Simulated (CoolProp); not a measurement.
Vapour pressure (kPa) of R13: the reference equation beside estimates from Tc = 303.0 K, pc = 3973 kPa, ω = 0.175. Clausius-Clapeyron is anchored at 188 K with a constant enthalpy of vaporisation of 15.78 kJ/mol.

Model: reference Helmholtz-energy equation of state, Platzer 1990, in CoolProp. This equation is an older, rougher fit; its heat capacities, sound speeds and derivatives of the liquid may be far off and weren't checked against measurements.

| T (K) | reference | Clausius-Clapeyron | van der Waals | Soave-Redlich-Kwong |
|---|---|---|---|---|
| 158.9 | 11.49 | 13.01 | 151.3 | 10.98 |
| 168.6 | 24.20 | 25.86 | 220.0 | 23.30 |
| 178.3 | 46.44 | 47.70 | 307.9 | 45.05 |
| 188 | 82.60 | 82.60 | 417.3 | 80.66 |
| 197.7 | 137.9 | 135.5 | 550.4 | 135.4 |
| 207.4 | 218.1 | 212.3 | 709.1 | 215.5 |
| 217.1 | 329.9 | 319.6 | 895.3 | 327.5 |
| 226.8 | 480.1 | 464.4 | 1111 | 478.8 |
| 236.5 | 676.2 | 654.5 | 1357 | 677.0 |

Absolute difference from the reference over all 9 rows, mean and median: Clausius-Clapeyron 4.1 and 3.1 %, van der Waals 435.8 and 299.1 %, Soave-Redlich-Kwong 2.0 and 1.8 %.
